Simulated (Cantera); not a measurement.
A Cantera script and its output.

```python
import numpy as np
import cantera as ct

gas = ct.Solution("gri30.yaml")
gas.TPX = 598, 630000, {'CO': 1, 'H2': 0.12, 'CH4': 0.062, 'O2': 0.982, 'N2': 3.69}
inlet = ct.Reservoir(gas, clone=True)
gas.equilibrate("HP")  # start burning
reactor = ct.IdealGasConstPressureReactor(gas, energy="on", clone=False)
exhaust = ct.Reservoir(gas, clone=True)
tau = [0.02, 0.012, 0.0073, 0.0044, 0.0026, 0.0016, 0.00094, 0.00056, 0.00034, 0.0002, 0.00012, 7.2e-05, 4.3e-05][0]
for a, b in ((inlet, reactor), (reactor, exhaust)):
    ct.MassFlowController(a, b, mdot=lambda t: reactor.mass / tau)
net = ct.ReactorNet([reactor])
show = ['CO', 'H2', 'CH4', 'HO2', 'H2O2', 'C2H2']

rows = []
print(f"{'tau/s':>10s}{'T/K':>9s}" + "".join(f"{s:>11s}" for s in show))
for tau in [0.02, 0.012, 0.0073, 0.0044, 0.0026, 0.0016, 0.00094, 0.00056, 0.00034, 0.0002, 0.00012, 7.2e-05, 4.3e-05]:
    net.initial_time = 0.0
    net.advance(30 * tau)
    before = gas.X
    net.advance(40 * tau)
    drift = np.max(np.abs(gas.X - before) / (gas.X + 1e-9))
    rows.append([gas.T, *gas[show].X, drift])
    print(f"{tau:10.3e}{gas.T:9.1f}" + "".join(f"{x:11.3e}" for x in gas[show].X))
```

It prints:

```
     tau/s      T/K         CO         H2        CH4        HO2       H2O2       C2H2
 2.000e-02   2285.4  4.523e-03  1.787e-04  4.865e-07  3.261e-06  1.185e-07  1.358e-12
 1.200e-02   2282.4  5.065e-03  1.973e-04  7.634e-07  3.389e-06  1.217e-07  2.965e-12
 7.300e-03   2276.9  5.865e-03  2.251e-04  1.160e-06  3.580e-06  1.264e-07  5.835e-12
 4.400e-03   2267.8  7.066e-03  2.676e-04  1.734e-06  3.900e-06  1.343e-07  1.050e-11
 2.600e-03   2253.5  8.856e-03  3.319e-04  2.570e-06  4.463e-06  1.476e-07  1.726e-11
 1.600e-03   2235.1  1.110e-02  4.140e-04  3.633e-06  5.320e-06  1.664e-07  2.494e-11
 9.400e-04   2208.4  1.432e-02  5.330e-04  5.258e-06  6.831e-06  1.966e-07  3.473e-11
 5.600e-04   2175.0  1.827e-02  6.806e-04  7.539e-06  9.150e-06  2.381e-07  4.580e-11
 3.400e-04   2135.3  2.291e-02  8.532e-04  1.077e-05  1.252e-05  2.924e-07  5.862e-11
 2.000e-04   2083.9  2.885e-02  1.068e-03  1.603e-05  1.786e-05  3.712e-07  7.604e-11
 1.200e-04   2024.1  3.575e-02  1.300e-03  2.425e-05  2.544e-05  4.782e-07  9.931e-11
 7.200e-05   1951.1  4.432e-02  1.548e-03  3.854e-05  3.656e-05  6.381e-07  1.352e-10
 4.300e-05   1855.8  5.611e-02  1.805e-03  6.779e-05  5.396e-05  9.148e-07  2.020e-10
```

Computed with Cantera and GRI-Mech 3.0 (53 species, 325 reactions).
